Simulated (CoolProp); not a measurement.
The fluid at 468.47 K and 5.13 MPa is throttled through a valve to 1.28 MPa with no heat exchange. The same conditions are run with several fluids, on thermodynamics alone (safety and materials aside).

The numbers come from the reference Helmholtz-energy equation of state of each fluid (nitrogen: Span 2000; R507A: Lemmon 2003; methane: Setzmann 1991; isobutene: Lemmon 2005; CF4 (R14): Platzer 1990) in CoolProp. The equations of Platzer and Polt are older, rougher fits. Blends and air are pseudo-pure fits.

```
fluid      temperature change (K)  final density (kg/m³)
---------  ----------------------  ---------------------
nitrogen                        …                      …
R507A                           …                      …
methane                      -5.4                      …
isobutene                       …                      …
CF4 (R14)                    -6.9                   29.4
```

**Question.** What belongs in the gaps?

**Answer.** 
- nitrogen, temperature change (K): -1.8
- nitrogen, final density (kg/m³): 9.20
- R507A, temperature change (K): -18.0
- R507A, final density (kg/m³): 35.5
- methane, final density (kg/m³): 5.34
- isobutene, temperature change (K): -34.8
- isobutene, final density (kg/m³): 22.3
